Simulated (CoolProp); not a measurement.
The numbers come from the reference Helmholtz-energy equation of state, Akasaka 2022 in CoolProp.

Question: Give the vapour pressure (MPa), vapour density (kg/m³) of saturated R1233zd(E) at 200.4 K.

Answer: 
```tsv
T (K)	p (MPa)	vapour density (kg/m³)
200.4	0.000470	0.0369
```
